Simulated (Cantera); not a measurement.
Cantera run:

```python
import numpy as np
import cantera as ct

gas_names = """
    C CN CO CO2 C2 CCN CNC C2N2 C2O C3 C3O2 C4 C4N2 C5 N NCO NO NO2 NO3 N2 N2O O O2 O3 Pb PbO Pb2
""".split()
cond_names = """
    C(gr) Pb(cr) Pb(L) PbO(rd) PbO(yw) PbO(L) PbO2(s) Pb3O4(s)
""".split()


# ... load() reads the species with a 1 bar reference pressure and builds the phases ...
atoms = {
    'PbO': {'Pb': 1, 'O': 1},
    'CO': {'C': 1, 'O': 1},
    'N2': {'N': 2},
    'O2': {'O': 2},
}
top_T = {'C(gr)': 4500, 'Pb3O4(s)': 820}  # K; cautious upper limits of use, not melting points


# ... equilibrate(T, P, feed) seeds the gas with the atoms and calls Mixture.equilibrate('TP', solver="vcs", rtol=1e-11, max_steps=5000) ...
results = []
feed = {'PbO': 1, 'CO': 4.8, 'N2': 0.69, 'O2': 0.035}  # mol
P = 62000  # Pa
for T in [950, 1000, 1050, 1100, 1150, 1200, 1250, 1300, 1350, 1400, 1450, 1500]:
    mix = equilibrate(T, P, feed)
    results.append((T, P, feed, dict(zip(mix.species_names, mix.species_moles))))

top = {s: max(r[3][s] / sum(r[3][g] for g in gas_names) for r in results) for s in gas_names}
cols = sorted((s for s in top if top[s] > 0.001), key=lambda s: -top[s])[:9]
seen = [c for c in cond_names if any(r[3].get(c, 0) > 1e-12 for r in results)]
print("log10 of partial pressures in bar; condensed amounts in mol")
print(f"{'T/K':>10s}" + "".join(f"{s[:9]:>10s}" for s in cols + seen))
for T, P, feed, n in results:
    ng = sum(n[g] for g in gas_names)
    print(f"{T:10.4g}" + "".join(f"{np.log10(max(n[s] / ng * P / 1e5, 1e-99)):10.3f}" for s in cols)
          + "".join(f"{n.get(c, 0):10.4g}" for c in seen))
```

It prints:

```
log10 of partial pressures in bar; condensed amounts in mol
       T/K        CO       CO2        N2        Pb     C(gr)     Pb(L)
       950    -0.468    -0.712    -1.067    -5.298    0.4931         1
      1000    -0.375    -0.918    -1.108    -4.791         0    0.9999
      1050    -0.376    -0.918    -1.108    -4.332         0    0.9996
      1100    -0.376    -0.918    -1.108    -3.917         0    0.9989
      1150    -0.376    -0.918    -1.109    -3.538         0    0.9974
      1200    -0.376    -0.918    -1.109    -3.192         0    0.9943
      1250    -0.376    -0.919    -1.109    -2.874         0    0.9881
      1300    -0.377    -0.920    -1.110    -2.581         0    0.9767
      1350    -0.379    -0.921    -1.112    -2.310         0    0.9563
      1400    -0.382    -0.924    -1.114    -2.060         0    0.9217
      1450    -0.386    -0.928    -1.119    -1.827         0    0.8647
      1500    -0.393    -0.935    -1.126    -1.610         0    0.7733
```

Cantera equilibrium calculation (NASA polynomials, part measured and part estimated; ideal gas, pure solids and liquids).
